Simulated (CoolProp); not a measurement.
Vapour-liquid equilibrium of n-pentane (1) + cyclohexane (2) at 434.1 K; x and y are mole fractions of (1).

Computed with CoolProp (multi-fluid Helmholtz-energy mixture model, Thol 2019 and Zhou 2014; pair parameters Bell 2016).

**Question.** Give the bubble pressure and the first vapour's composition at x = 0.125, 0.65, 0.725. Is there an azeotrope?

**Answer.** x = 0.125: 0.8381 MPa, y = 0.256; x = 0.65: 1.461 MPa, y = 0.786; x = 0.725: 1.553 MPa, y = 0.835. No azeotrope shows between x = 0.05 and 0.95.

Pair parameters are fitted to limited data, so mixtures are less certain than the pure fluids.
